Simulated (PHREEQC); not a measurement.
Solution (89 °C): 0.025 mol/kgw Al2(SO4)3, 0.13 mol/kgw NiCl2 and 0.0028 mol/kgw Na2SO4. Closed to the air; pH follows from the charge balance.

Model: ion-association model, wateq4f.dat, run in PHREEQC.

Question: The ionic strength comes out as 0.436 mol/kgw. What activity coefficients do AlOH+2, AlHSO4+2, Ni+2, HSO4-, AlSO4+ get?

Answer: AlOH+2 0.20, AlHSO4+2 0.24, Ni+2 0.24, HSO4- 0.64, AlSO4+ 0.64.

This is a speciation only: nothing precipitates in the calculation. Examples of supersaturated solids here: Boehmite (slow to form), Gibbsite (slow to form). Others may be too. At this temperature some constants are extrapolated from 25 °C, and those without enthalpy data are left unchanged.
